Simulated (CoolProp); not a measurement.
The fluid at 355.92 K and 0.131 MPa flows at 6.4 m/s in a round tube of 100 mm bore and 1.5 µm roughness, fully developed (64/Re and Nu = 3.66 if laminar; Colebrook and Gnielinski if turbulent). The same conditions are run with several fluids, on thermodynamics alone (safety and materials aside).

Computed with CoolProp (reference Helmholtz-energy equation of state of each fluid (o-xylene: Zhou 2012; ethylbenzene: Zhou 2012; toluene: Lemmon 2006; m-xylene: Zhou 2012; n-nonane: Lemmon 2006)).

| fluid | Reynolds number | Darcy friction factor | pressure drop (Pa/m) | heat-transfer coefficient (W/(m² K)) | mass flow (kg/h) |
|---|---|---|---|---|---|
| o-xylene | 1320000 | 0.0115 | 1950 | 6630 | 150000 |
| ethylbenzene | 1480000 | 0.0113 | 1880 | 6790 | 147000 |
| toluene | 1670000 | 0.0111 | 1840 | 7050 | 146000 |
| m-xylene | 1550000 | 0.0112 | 1860 | 6890 | 146000 |
| n-nonane | 1190000 | 0.0117 | 1600 | 6270 | 121000 |

Transport values come from each fluid's own correlations; those of ethylbenzene are estimates that may be off by 10 % or more.
